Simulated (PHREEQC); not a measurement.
0.026 g of hydrous ferric oxide (600 m²/g; 0.2 weak and 0.005 strong sites per Fe, Dzombak-Morel constants, diffuse double layer) in 1 kg of water with 0.05 mol/kgw of an inert sodium salt and 7.5e-08 mol/kgw CaCl2, at 25 °C; the pH is set by adding NaOH or the inert anion's acid. Oxygen alone is held at its pressure in air (log pO2 = -0.68). CO2 from the air is kept out. Precipitation was switched off in this run.

Base run: PHREEQC, ion-association model, wateq4f.dat. Each further column changes one thing. The table gives Ca sorbed (%).

| pH | base | background salt from 0.05 to 0.005 mol/kgw | oxide from 0.026 to 0.13 g/kgw |
|---|---|---|---|
| 4 | 0.0 | 0.0 | 0.0 |
| 5.12 | 0.0 | 0.0 | 0.0 |
| 5.88 | 0.0 | 0.0 | 0.0 |
| 7 | 0.1 | 0.1 | 0.3 |
| 8.12 | 5.2 | 8.0 | 21.7 |
| 8.88 | 52.2 | 70.0 | 84.8 |
| 10 | 98.3 | 99.6 | 99.7 |
